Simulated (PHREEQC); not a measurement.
Consider water at 20 °C with 2.8 mol LiBr, 0.077 mol Na2SO4 and 0.00029 mol H4SiO4 per kg of water. Closed to the air; pH follows from the charge balance.

All values are PHREEQC results (Pitzer model, pitzer.dat), not measurements.

Precipitation was switched off in this run.

**Question.** Predict the pH.

**Answer.** pH 6.12.

Species that the database lacks are ignored. In brines, pH and single-ion activities rest on the MacInnes convention.
